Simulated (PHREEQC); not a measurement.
## Copper plating or etch bath (model solution)

Consider water at 2.7 °C with 0.001 mol Cu(NO3)2, 5.2e-05 mol HBF4 and 0.025 mol NaCl per kg of water. Closed to the air; pH follows from the charge balance.

Model: ion-association model, wateq4f.dat, run in PHREEQC.

Each row changes one thing in this solution. Precipitation was switched off in this run.

```
case                                     pH  CuOH+ (mol/kgw)  Cu(OH)2 (mol/kgw)  SI of Tenorite (CuO)  SI of Halite (NaCl)
------------------------------------  -----  ---------------  -----------------  --------------------  -------------------
as made                                3.79          4.03e-8           4.45e-10                 -4.19                -4.87
HBF4 from 5.2e-05 to 0.00026 mol/kgw   3.22          1.08e-8           3.17e-11                 -5.34                -4.87
HBF4 left out                          5.45          1.83e-6                  …                 -0.88                -4.87
0.019 mol/kgw CsOH added              12.93         1.95e-11                  …                 +1.62                    …
diluted 10-fold with water             4.71          4.37e-8            4.43e-9                 -3.20                    …
```

Question: What belongs in the gaps?

Answer: 
- HBF4 left out, Cu(OH)2 (mol/kgw): 9.17e-7
- 0.019 mol/kgw CsOH added, Cu(OH)2 (mol/kgw): 0.000287
- 0.019 mol/kgw CsOH added, SI of Halite (NaCl): -4.89
- diluted 10-fold with water, SI of Halite (NaCl): -6.78

Complexes and solids missing from the database can't appear. Some of these states are supersaturated (in Cu(OH)2, Tenorite (slow to form), for instance). Constants without temperature data keep their 25 °C values here. Real BF4- forms and hydrolyses slowly; the run takes it at equilibrium. The database's constant for dissolved Cu(OH)2 is higher than later reviews accept.
